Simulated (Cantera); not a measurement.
Feed: 1 mol SiCl4, 1.8 mol HCl, 0.31 mol H2, at 900 K and 2.50 bar.

Method: chemical equilibrium by Gibbs-energy minimisation in Cantera with the NASA 1993 tables (ideal gas, pure condensed phases). Candidate condensed phases: Si; 19 gas species. Equilibrium is a limit: real reactors are often held back by kinetics, nucleation or transport.

Base state: HCl 0.579, SiCl4 0.321, H2 0.0995, SiHCl3 0.000157 (mole fractions); condensed: gas only.

What changes in the equilibrium state with this change: SiCl4 replaced by Si?


| species | before | after |
|---|---|---|
| H2 | 0.0995 | 0.690 |
| SiCl4 | 0.321 | 0.196 |
| SiHCl3 | 0.000157 | 0.105 |
| HCl | 0.579 | 0.00368 |
| SiH2Cl2 | 7.27e-9 | 0.00528 |
| SiH3Cl | <1e-9 | 6.51e-5 |
| SiCl2 | <1e-9 | 2.66e-5 |
| SiCl3 | 1.31e-6 | 0.000331 |
| Si(s), mol | 0 | 0.505 |
The tables' values for SiCl3 are old estimates; treat these amounts as uncertain.
